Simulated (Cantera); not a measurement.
A Cantera script and what it prints.

```python
import numpy as np
import cantera as ct

gas_names = """
    Cu CuO Cu2 H HNO HNO2 HNO3 HO2 H2 H2O H2O2 N NH NH2 NH3 NH2OH NO NO2 NO3 N2 N2H2 N2H4 N2O O OH O2 O3
""".split()
cond_names = """
    Cu(cr) Cu(L) CuO(s) CuO2H2(s) Cu2O(s) Cu2O(L) H2O(s) H2O(L)
""".split()


# ... load() reads the species with a 1 bar reference pressure and builds the phases ...
atoms = {
    'Cu2O': {'Cu': 2, 'O': 1},
    'H2': {'H': 2},
    'N2': {'N': 2},
}
top_T = {'CuO(s)': 1390}  # K; cautious upper limits of use, not melting points


# ... equilibrate(T, P, feed) seeds the gas with the atoms and calls Mixture.equilibrate('TP', solver="vcs", rtol=1e-11, max_steps=5000) ...
results = []
feed = {'Cu2O': 1, 'H2': 630, 'N2': 14}  # mol
for P in [10, 42, 180, 750, 3200, 13000, 56000, 240000, 1000000]:
    for T in [925, 1025, 1125, 1225, 1325, 1425, 1525, 1625, 1725, 1825, 1925, 2025, 2125]:
        mix = equilibrate(T, P, feed)
        results.append((T, P, feed, dict(zip(mix.species_names, mix.species_moles))))

for T, P, feed, n in results:
    print(f"{T:7g} {P:10.4g}  " + (" + ".join(c for c in cond_names if n.get(c, 0) > 1e-12) or "gas only"))
```

Output:

```
    925         10  Cu(cr)
   1025         10  Cu(cr)
   1125         10  Cu(cr)
   1225         10  Cu(cr)
   1325         10  Cu(cr)
   1425         10  gas only
   1525         10  gas only
   1625         10  gas only
   1725         10  gas only
   1825         10  gas only
   1925         10  gas only
   2025         10  gas only
   2125         10  gas only
    925         42  Cu(cr)
   1025         42  Cu(cr)
   1125         42  Cu(cr)
   1225         42  Cu(cr)
   1325         42  Cu(cr)
   1425         42  gas only
   1525         42  gas only
   1625         42  gas only
   1725         42  gas only
   1825         42  gas only
   1925         42  gas only
   2025         42  gas only
   2125         42  gas only
    925        180  Cu(cr)
   1025        180  Cu(cr)
   1125        180  Cu(cr)
   1225        180  Cu(cr)
   1325        180  Cu(cr)
   1425        180  Cu(L)
   1525        180  gas only
   1625        180  gas only
   1725        180  gas only
   1825        180  gas only
   1925        180  gas only
   2025        180  gas only
   2125        180  gas only
    925        750  Cu(cr)
   1025        750  Cu(cr)
   1125        750  Cu(cr)
   1225        750  Cu(cr)
   1325        750  Cu(cr)
   1425        750  Cu(L)
   1525        750  Cu(L)
   1625        750  gas only
   1725        750  gas only
   1825        750  gas only
   1925        750  gas only
   2025        750  gas only
   2125        750  gas only
    925       3200  Cu(cr)
   1025       3200  Cu(cr)
   1125       3200  Cu(cr)
   1225       3200  Cu(cr)
   1325       3200  Cu(cr)
   1425       3200  Cu(L)
   1525       3200  Cu(L)
   1625       3200  Cu(L)
   1725       3200  gas only
   1825       3200  gas only
   1925       3200  gas only
   2025       3200  gas only
   2125       3200  gas only
    925    1.3e+04  Cu(cr)
   1025    1.3e+04  Cu(cr)
   1125    1.3e+04  Cu(cr)
   1225    1.3e+04  Cu(cr)
   1325    1.3e+04  Cu(cr)
   1425    1.3e+04  Cu(L)
   1525    1.3e+04  Cu(L)
   1625    1.3e+04  Cu(L)
   1725    1.3e+04  Cu(L)
   1825    1.3e+04  gas only
   1925    1.3e+04  gas only
   2025    1.3e+04  gas only
   2125    1.3e+04  gas only
    925    5.6e+04  Cu(cr)
   1025    5.6e+04  Cu(cr)
   1125    5.6e+04  Cu(cr)
   1225    5.6e+04  Cu(cr)
   1325    5.6e+04  Cu(cr)
   1425    5.6e+04  Cu(L)
   1525    5.6e+04  Cu(L)
   1625    5.6e+04  Cu(L)
   1725    5.6e+04  Cu(L)
   1825    5.6e+04  Cu(L)
   1925    5.6e+04  gas only
   2025    5.6e+04  gas only
   2125    5.6e+04  gas only
    925    2.4e+05  Cu(cr)
   1025    2.4e+05  Cu(cr)
   1125    2.4e+05  Cu(cr)
   1225    2.4e+05  Cu(cr)
   1325    2.4e+05  Cu(cr)
   1425    2.4e+05  Cu(L)
   1525    2.4e+05  Cu(L)
   1625    2.4e+05  Cu(L)
   1725    2.4e+05  Cu(L)
   1825    2.4e+05  Cu(L)
   1925    2.4e+05  Cu(L)
   2025    2.4e+05  Cu(L)
   2125    2.4e+05  gas only
    925      1e+06  Cu(cr)
   1025      1e+06  Cu(cr)
   1125      1e+06  Cu(cr)
   1225      1e+06  Cu(cr)
   1325      1e+06  Cu(cr)
   1425      1e+06  Cu(L)
   1525      1e+06  Cu(L)
   1625      1e+06  Cu(L)
   1725      1e+06  Cu(L)
   1825      1e+06  Cu(L)
   1925      1e+06  Cu(L)
   2025      1e+06  Cu(L)
   2125      1e+06  Cu(L)
```

Cantera equilibrium calculation (NASA polynomials, part measured and part estimated; ideal gas, pure solids and liquids).
